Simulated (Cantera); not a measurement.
Feed: 1 mol TiO₂, 54 mol H₂, held at 1000 Pa.

Method: chemical equilibrium by Gibbs-energy minimisation in Cantera with the NASA 1993 tables (ideal gas, pure condensed phases). Candidate condensed phases: H₂O, Ti, TiO, TiO₂, Ti₂O₃, Ti₃O₅, Ti₄O₇; 12 gas species. The numbers say what is thermodynamically allowed, not how fast it happens. All values below are at 2100 K.

Base state: H₂ 0.963, H 0.0306, H₂O 0.00610, TiO 8.54e-5, TiO₂ 2.94e-5, OH 2.31e-5 (mole fractions); condensed: Ti₃O₅(l).

Problem. What changes in the equilibrium state with this change: TiO₂ replaced by Al₂O₃?

Solution. 
```json
[
 {"species": "H₂", "before": "0.963", "after": "0.967"},
 {"species": "H", "before": "0.0306", "after": "0.0306"},
 {"species": "H₂O", "before": "0.00610", "after": "0.00136"},
 {"species": "Al", "before": "0", "after": "0.000666"},
 {"species": "TiO", "before": "8.54e-5", "after": "0"},
 {"species": "Al₂O", "before": "0", "after": "0.000154"},
 {"species": "AlOH", "before": "0", "after": "6.47e-5"},
 {"species": "TiO₂", "before": "2.94e-5", "after": "0"},
 {"species": "Ti₃O₅(l), mol", "before": "0.331", "after": "0"},
 {"species": "Al₂O₃(s), mol", "before": "0", "after": "0.971"}
]
```
The tables' values for AlOH are old estimates; treat these amounts as uncertain. Further candidate phases: Al, Al₂O₃.

Problem. What changes in the equilibrium state with this change: pressure from 1000 Pa to 10000 Pa?

Solution. 
```tsv
species	before	after
H₂	0.963	0.984
H	0.0306	0.00977
H₂O	0.00610	0.00614
TiO	8.54e-5	8.63e-6
TiO₂	2.94e-5	2.92e-6
OH	2.31e-5	7.26e-6
Ti₃O₅(l), mol	0.331	0.333
```
